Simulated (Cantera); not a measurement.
A freely propagating, adiabatic, planar premixed flame of 4.76 % CH4, 4.76 % C2H6, 23.8 % O2, 66.7 % N2, equivalence ratio 1.1, unburnt at 700 K and 1.38 atm; unity-Lewis-number transport, grid criteria slope 0.08 and curve 0.16, no radiation.

Model: GRI-Mech 3.0 (53 species, 325 reactions), integrated in Cantera. Unity Lewis numbers drop preferential diffusion, which matters most where H2 and H carry the flame. Burning velocities carry a grid error of a few per cent, more on coarse grids.

Problem. Predict: laminar burning velocity; thermal thickness; peak x(C2H4); peak x(H2).

Solution. 
```
Quantity                     Value
------------------------  --------
laminar burning velocity  174 cm/s
thermal thickness         0.186 mm
peak x(C2H4)               0.00472
peak x(H2)                  0.0367
```
